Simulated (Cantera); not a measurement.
# Abatement and gas-phase synthesis: HI + H2 + N2

Input: 1 mol HI, 0.068 mol H2, 1.5 mol N2, held at 0.133 bar.

Cantera equilibrium calculation (NASA polynomials, part measured and part estimated; ideal gas, pure solids and liquids). Candidate condensed phases: I2; 12 gas species. Kinetics and transport are ignored.

```tsv
T (°C)	x N2	x I	x H	x H2	x HI	x I2	x N	x NH
1952	0.491	0.310	0.00740	0.174	0.0169	0.000143	3.21e-8	1.34e-8
2052	0.489	0.312	0.0125	0.172	0.0138	0.000101	9.81e-8	3.06e-8
2152	0.487	0.313	0.0201	0.169	0.0114	7.24e-5	2.73e-7	6.47e-8
2252	0.484	0.313	0.0310	0.163	0.00946	5.30e-5	7.00e-7	1.28e-7
2352	0.480	0.312	0.0458	0.155	0.00785	3.96e-5	1.67e-6	2.38e-7
2452	0.475	0.310	0.0649	0.144	0.00650	3.00e-5	3.74e-6	4.16e-7
2552	0.469	0.307	0.0884	0.131	0.00535	2.30e-5	7.88e-6	6.89e-7
2652	0.462	0.303	0.116	0.115	0.00436	1.78e-5	1.58e-5	1.08e-6
2752	0.454	0.299	0.146	0.0974	0.00352	1.39e-5	3.02e-5	1.60e-6
2852	0.446	0.295	0.176	0.0795	0.00280	1.11e-5	5.53e-5	2.26e-6
2952	0.439	0.291	0.206	0.0624	0.00220	8.88e-6	9.75e-5	3.05e-6
```
x: gas mole fraction; nothing condenses.

From 1952 °C to 2952 °C nothing is condensed.
